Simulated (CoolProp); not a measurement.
A Linde-Hampson liquefier for nitrogen: isothermal reversible compression at 250 K from 1 atm to 40 MPa, throttling to 1 atm, return gas leaving the recuperator 2 K below the feed. Each further row changes one setting.

Model: reference Helmholtz-energy equation of state, Span 2000, in CoolProp.

```json
[
 {"case": "as stated", "liquid yield per pass": "0.150", "compression work (kJ/kg of gas)": "443"},
 {"case": "high pressure 80 MPa", "liquid yield per pass": "0.103", "compression work (kJ/kg of gas)": "521"},
 {"case": "warm-end temperature 280 K", "liquid yield per pass": "0.109", "compression work (kJ/kg of gas)": "503"},
 {"case": "warm-end gap 7 K", "liquid yield per pass": "0.138", "compression work (kJ/kg of gas)": "443"}
]
```
